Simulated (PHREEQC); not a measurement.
NaOH is added in steps, without added water, to 1 kg of water holding 22 mmol/kgw H2S, 1.6 mmol/kgw NaHCO3 and 0.55 mmol/kgw MnCl2, at 25 °C. No oxygen is let in. CO2 from the air is kept out. The run lets Rhodochrosite, Pyrochroite, MnS(Green), Halite, Nahcolite, Natron precipitate or redissolve, and no other solid.

Base run: PHREEQC, ion-association model, wateq4f.dat. Each further column changes one thing. The table gives Mn in solution (mol/kgw).

```
NaOH added (mol)      base  Davies equation for every ion  metal-ligand complexes left out  all activity coefficients set to 1  Debye-Hückel limiting law
----------------  --------  -----------------------------  -------------------------------  ----------------------------------  -------------------------
0                 0.000550                       0.000550                         0.000550                            0.000550                   0.000550
0.002167          0.000373                       0.000375                         0.000360                            0.000282                   0.000385
0.004333          0.000190                       0.000192                         0.000182                            0.000128                   0.000201
0.0065            0.000111                       0.000113                         0.000105                             6.85e-5                   0.000120
0.008667           7.09e-5                        7.22e-5                          6.68e-5                             4.09e-5                    7.80e-5
0.01083            4.74e-5                        4.85e-5                          4.43e-5                             2.60e-5                    5.32e-5
0.013              3.22e-5                        3.30e-5                          2.99e-5                             1.69e-5                    3.69e-5
0.01517            2.15e-5                        2.21e-5                          1.97e-5                             1.10e-5                    2.51e-5
0.01733            1.36e-5                        1.40e-5                          1.22e-5                             6.80e-6                    1.61e-5
0.0195             7.42e-6                        7.66e-6                          6.41e-6                             3.74e-6                    8.91e-6
0.02167            2.44e-6                        2.51e-6                          1.73e-6                             1.42e-6                    2.90e-6
0.02383            6.45e-7                        6.48e-7                          5.01e-8                             6.18e-7                    6.65e-7
0.026              7.01e-7                        7.06e-7                          9.35e-8                             6.59e-7                    7.30e-7
```

The polysulfide entries of wateq4f.dat were taken out for this run.
